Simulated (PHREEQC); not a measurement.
Solution A (0.03 mol NaHSO4 and 0.0011 mol Na2B4O7 per kg of water) is mixed with solution B (3.6 mmol/kgw NiCl2, 0.044 mmol/kgw KCl and 0.31 mmol/kgw FeSO4) at 20 °C; shares are by mass of water, 1 kg in all. No oxygen is let in. CO2 from the air is kept out. The run lets Ni(OH)2, Ni4(OH)6SO4, Halite, Mirabilite, Melanterite, Morenosite precipitate or redissolve, and no other solid.

The series has 11 steps of share of solution B, from 0 to 1.

All values are PHREEQC results (ion-association model, wateq4f.dat), not measurements.

**Question.** Between which two steps does the pH jump most, and from what to what?

**Answer.** Between share of solution B = 0.9 and 1: from 2.66 to 6.29.

Species that the database lacks are ignored.
